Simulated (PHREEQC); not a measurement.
0.14 g of hydrous ferric oxide (600 m²/g; 0.2 weak and 0.005 strong sites per Fe, Dzombak-Morel constants, diffuse double layer) in 1 kg of water with 0.001 mol/kgw of an inert sodium salt and 7.9e-05 mol Ag2SO4 and 0.00014 mol Na2SO4, at 25 °C; the pH is set by adding NaOH or the inert anion's acid. Oxygen alone is held at its pressure in air (log pO2 = -0.68). The system is closed to CO2. Nothing may precipitate in this run.

Model: ion-association model, wateq4f.dat, run in PHREEQC.

Q: Predict S sorbed (%), surface charge σ (C/m²) at pH = 4.12, 4.5, 6.75, 8.25.

A: 
```json
[
 {"pH": "4.12", "S sorbed (%)": "65.6", "surface charge σ (C/m²)": "0.019"},
 {"pH": "4.5", "S sorbed (%)": "61.8", "surface charge σ (C/m²)": "0.017"},
 {"pH": "6.75", "S sorbed (%)": "11.8", "surface charge σ (C/m²)": "0.007"},
 {"pH": "8.25", "S sorbed (%)": "0.1", "surface charge σ (C/m²)": "-0.001"}
]
```

The oxide is taken as insoluble; below pH 4 it would dissolve.
